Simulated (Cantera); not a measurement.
Input: 1 mol BN, 2.1 mol O2, 33 mol H2, equilibrated at 1473.15 K and 0.000170 bar.

These are equilibrium values from Cantera (NASA tables, ideal gas, pure condensed phases), not measurements of a reactor. Candidate condensed phases: B, BN, B2O3, B3O3H3, H2O; 39 gas species. The numbers say what is thermodynamically allowed, not how fast it happens.

Base state: H2 0.890, H2O 0.0653, HBO2 0.0284, N2 0.0147, H 0.000917, B2O3 0.000422, HBO 0.000178 (mole fractions); condensed: gas only.

Problem. What changes in the equilibrium state with this change: temperature from 1473.15 K to 1873.15 K?

Solution. 
```tsv
species	before	after
H2	0.890	0.846
H2O	0.0653	0.0658
H	0.000917	0.0456
HBO2	0.0284	0.0249
N2	0.0147	0.0144
O	1.58e-9	1.12e-5
BO	4.98e-6	0.000986
OH	1.75e-6	0.000275
BO2	9.42e-7	0.000126
HBO	0.000178	0.00111
```
